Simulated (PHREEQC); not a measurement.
Dissolve 0.027 mol HCl, 0.74 mol Li2SO4 and 0.00038 mol Fe2(SO4)3 per kg of water at 20 °C. Closed to the air; pH follows from the charge balance.

The numbers come from PHREEQC with the ion-association model, phreeqc.dat.

Each row changes one thing in this solution. No solid was allowed to form.

| case | pH | ionic strength (mol/kgw) | SO4-2 (mol/kgw) | HSO4- (mol/kgw) |
|---|---|---|---|---|
| as made | 2.38 | 1.62 | 0.425 | 0.0213 |
| diluted 100-fold with water | 3.74 | 0.0218 | 0.00708 | 7.38e-5 |
| Li2SO4 left out | 1.63 | 0.0297 | 0.000385 | 0.000489 |
| temperature from 20 to 75 °C | 2.84 | 1.67 | 0.451 | 0.0251 |
| Fe2(SO4)3 replaced by KHSO4 at the same molality | 2.37 | 1.62 | 0.425 | 0.0216 |
| Li2SO4 from 0.74 to 0.074 mol/kgw | 2.04 | 0.201 | 0.0496 | 0.0156 |
| diluted 10-fold with water | 3.10 | 0.199 | 0.0612 | 0.00170 |
| Fe2(SO4)3 from 0.00038 to 3.8e-05 mol/kgw | 2.38 | 1.62 | 0.425 | 0.0213 |
| temperature from 20 to 70 °C | 2.79 | 1.66 | 0.448 | 0.0248 |

The ionic strength passes 0.7 mol/kgw, the rough limit of the ion-association models, in as made; temperature from 20 to 75 °C; Fe2(SO4)3 replaced by KHSO4 at the same molality; Fe2(SO4)3 from 0.00038 to 3.8e-05 mol/kgw; temperature from 20 to 70 °C. Species that the database lacks are ignored. Some of these states are supersaturated (in Hematite (slow to form), Goethite (slow to form), for instance). At this temperature some constants are extrapolated from 25 °C, and those without enthalpy data are left unchanged.
